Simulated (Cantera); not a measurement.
A closed system holds: 1 mol Cr, 2.4 mol NH3, 5.5 mol N2, held at 0.100 bar.

Method: chemical equilibrium by Gibbs-energy minimisation in Cantera with the NASA 1993 tables (ideal gas, pure condensed phases). Candidate condensed phases: Cr, CrN, Cr2N; 11 gas species. Kinetics and transport are ignored.

### Question
What share of the Cr ends up in condensed phases as a function of T (°C), at 825, 925, 1025, 1125, 1225, 1325, 1425, 1525, 1625, 1725, 1825, 1925, 2025?

### Answer
```tsv
T (°C)	Cr condensed (%)	as
825	100.0	CrN(s)
925	100.0	Cr2N(s)
1025	100.0	Cr2N(s)
1125	100.0	Cr2N(s)
1225	100.0	Cr2N(s)
1325	100.0	Cr(s)
1425	99.8	Cr(s)
1525	99.1	Cr(s)
1625	96.5	Cr(s)
1725	88.3	Cr(s)
1825	65.3	Cr(s)
1925	7.2	Cr(l)
2025	0.0	-
```
